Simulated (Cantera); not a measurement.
Cantera run:

```python
import numpy as np
import cantera as ct

gas_names = """
    H HNO HNO2 HNO3 HO2 H2 H2O H2O2 N NH NH2 NH3 NH2OH NO NO2 NO3 N2 N2H2 N2H4 N2O O OH O2 O3 Si SiH
    SiH2 SiH3 SiH4 SiN SiO SiO2 Si2 Si2N Si3
""".split()
cond_names = """
    H2O(s) H2O(L) Si(cr) Si(L) SiO2(Lqz) SiO2(hqz) SiO2(L) Si2N2O(s) Si3N4(a)
""".split()


# ... load() reads the species with a 1 bar reference pressure and builds the phases ...
atoms = {
    'Si2H6': {'Si': 2, 'H': 6},
    'NO': {'N': 1, 'O': 1},
    'H2': {'H': 2},
}
top_T = {'Si2N2O(s)': 2100, 'Si3N4(a)': 2400}  # K; cautious upper limits of use, not melting points


# ... equilibrate(T, P, feed) seeds the gas with the atoms and calls Mixture.equilibrate('TP', solver="vcs", rtol=1e-11, max_steps=5000) ...
results = []
feed = {'Si2H6': 1, 'NO': 0.22, 'H2': 4.8}  # mol
P = 133.322  # Pa
for T in [800, 900, 1000, 1100, 1200, 1300, 1400, 1500, 1600, 1700, 1800]:
    mix = equilibrate(T, P, feed)
    results.append((T, P, feed, dict(zip(mix.species_names, mix.species_moles))))

top = {s: max(r[3][s] / sum(r[3][g] for g in gas_names) for r in results) for s in gas_names}
cols = sorted((s for s in top if top[s] > 1e-06), key=lambda s: -top[s])[:5]
seen = [c for c in cond_names if any(r[3].get(c, 0) > 1e-12 for r in results)]
print("log10 of partial pressures in bar; condensed amounts in mol")
print(f"{'T/K':>10s}" + "".join(f"{s[:9]:>10s}" for s in cols + seen))
for T, P, feed, n in results:
    ng = sum(n[g] for g in gas_names)
    print(f"{T:10.4g}" + "".join(f"{np.log10(max(n[s] / ng * P / 1e5, 1e-99)):10.3f}" for s in cols)
          + "".join(f"{n.get(c, 0):10.4g}" for c in seen))
```

Output:

```
log10 of partial pressures in bar; condensed amounts in mol
       T/K        H2       SiO        N2         H        Si    Si(cr)     Si(L) SiO2(Lqz) SiO2(hqz) Si2N2O(s)
       800    -2.875   -13.836   -21.950   -12.976   -21.606     1.725         0     0.055         0      0.11
       900    -2.875   -11.302   -18.397   -11.370   -18.352     1.725         0         0     0.055      0.11
      1000    -2.875    -9.283   -15.559   -10.082   -15.751     1.725         0         0     0.055      0.11
      1100    -2.875    -7.637   -13.243    -9.025   -13.626     1.725         0         0   0.05493      0.11
      1200    -2.875    -6.271   -11.317    -8.142   -11.858     1.723         0         0   0.05343      0.11
      1300    -2.878    -5.118    -9.692    -7.395   -10.364     1.703         0         0    0.0326      0.11
      1400    -2.881    -4.731    -7.706    -6.754    -9.085      1.67         0         0         0    0.1099
      1500    -2.883    -4.689    -5.698    -6.196    -7.978     1.682         0         0         0   0.09808
      1600    -2.894    -4.443    -4.744    -5.712    -7.011     1.779         0         0         0         0
      1700    -2.895    -4.444    -4.745    -5.279    -6.168         0     1.775         0         0         0
      1800    -2.898    -4.446    -4.747    -4.895    -5.498         0     1.759         0         0         0
```

These are equilibrium values from Cantera (NASA tables, ideal gas, pure condensed phases), not measurements of a reactor. The feed counts by its element totals alone. Mutual solubility and eutectic melting of coexisting phases are not modelled. The tables hold silica as quartz up to 1696 K and as liquid above; real silica turns to tridymite and cristobalite and melts near 1996 K. Gases not in the tables: Si2H6 and higher silanes.
